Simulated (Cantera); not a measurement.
A closed system holds: 1 mol PbF2, 54 mol N2, at 1000 K and 3.00e-6 bar.

These are equilibrium values from Cantera (NASA tables, ideal gas, pure condensed phases), not measurements of a reactor. Candidate condensed phases: Pb, PbF2; 12 gas species. Equilibrium is a limit: real reactors are often held back by kinetics, nucleation or transport.

Base state: N2 0.982, PbF2 0.00665, PbF4 0.00569, Pb 0.00553, PbF 0.000315 (mole fractions); condensed: gas only.

Question: What changes in the equilibrium state with this change: PbF2 replaced by CaCl2?

Answer: 
```tsv
species	before	after
N2	0.982	0.993
CaCl2	0	0.00732
PbF2	0.00665	0
PbF4	0.00569	0
Pb	0.00553	0
CaCl2(s), mol	0	0.602
```
Further candidate phases: Ca, CaCl2.
